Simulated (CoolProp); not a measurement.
Vapour-liquid equilibrium of n-hexane (1) + hexamethyldisiloxane (MM) (2) at 266 kPa; x and y are mole fractions of (1).

Model: multi-fluid Helmholtz-energy mixture model, Thol 2019 and Thol 2016; pair parameters Bell 2016, in CoolProp.

| x | bubble temperature, mixture model (K) | bubble temperature, Raoult's law (K) | y, mixture model | y, Raoult's law |
|---|---|---|---|---|
| 0.05 | 408.8 | 408.3 | 0.088 | 0.105 |
| 0.15 | 405.0 | 403.6 | 0.245 | 0.284 |
| 0.25 | 401.4 | 399.3 | 0.383 | 0.432 |
| 0.35 | 397.9 | 395.4 | 0.506 | 0.554 |
| 0.45 | 394.5 | 391.8 | 0.617 | 0.656 |
| 0.55 | 391.0 | 388.5 | 0.715 | 0.742 |
| 0.65 | 387.5 | 385.4 | 0.801 | 0.815 |
| 0.75 | 384.1 | 382.5 | 0.874 | 0.878 |
| 0.85 | 380.8 | 379.9 | 0.934 | 0.932 |
| 0.95 | 377.6 | 377.4 | 0.981 | 0.979 |

The largest gap from Raoult's law is +2.7 K in bubble temperature, at x = 0.45. No azeotrope shows between x = 0.05 and 0.95.

Pair parameters are fitted to limited data, so mixtures are less certain than the pure fluids.
